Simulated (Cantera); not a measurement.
An isothermal, constant-pressure homogeneous reactor starts with 30.6 % H2, 69.4 % O2, at 1373 K and 0.0130 bar.

Computed with Cantera and the H2/O2 subset of GRI-Mech 3.0, which has no nitrogen chemistry. Radical loss at walls, strong at low pressure, is not modelled. The temperature is held fixed by assumption; the heat of reaction is taken as removed at once.

x: mole fraction; the columns are a selection and need not sum to one.

```
t (s)         x H2   x O2    x HO2     x H2O       x H       x O
--------  --------  -----  -------  --------  --------  --------
1.00e-6      0.306  0.694  3.30e-9  2.02e-12   3.25e-9  5.17e-11
4.90e-6      0.306  0.694  1.62e-8  2.15e-10   1.53e-8   1.14e-9
2.40e-5      0.306  0.694  7.93e-8   1.82e-8   7.65e-8   2.12e-8
0.000118     0.306  0.694      [?]       [?]       [?]       [?]
0.000577    0.0846  0.572  5.75e-6     0.159    0.0979    0.0603
0.00283     0.0197  0.537  6.72e-6     0.236    0.0948    0.0920
0.0139      0.0117  0.588  7.90e-6     0.301    0.0358    0.0471
0.0679    0.000977  0.634  3.72e-6     0.355  0.000750   0.00357
0.333          [?]  0.639      [?]     0.360       [?]       [?]
1.63       4.43e-6  0.639  9.27e-8     0.360   2.31e-7   1.63e-5
8.00       1.25e-6  0.639  1.05e-7     0.361   3.50e-8   4.62e-6
```

### Question
What belongs in the gaps?

### Answer

- 0.000118, x HO2: 3.88e-7
- 0.000118, x H2O: 2.13e-6
- 0.000118, x H: 1.73e-6
- 0.000118, x O: 7.93e-7
- 0.333, x H2: 4.36e-5
- 0.333, x HO2: 3.55e-7
- 0.333, x H: 7.06e-6
- 0.333, x O: 0.000159
